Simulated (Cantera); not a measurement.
An adiabatic, constant-pressure homogeneous reactor starts with 3.29 % C3H8, 20.3 % O2, 76.4 % N2, at 1448 K and 101000 Pa.

Detailed kinetics in Cantera: GRI-Mech 3.0 (53 species, 325 reactions). GRI-Mech 3.0 was tuned for natural gas; its chemistry of propane as a main component is partial and can be far from experiment.

One state of this run: T (K) = 2665; x C3H8 = <1e-12; x O2 = 0.0410; x CH2O = 7.38e-11; x NO2 = 4.08e-6; x O = 0.00629; x CO2 = 0.0658; x HCO = 1.26e-8. x: mole fraction; the columns are a selection and need not sum to one.

Problem. Which value of t (s) does it belong to?
A) 0.00868
B) 0.000251
C) 1.76e-5
D) 3.00e-6

Solution. A, 0.00868
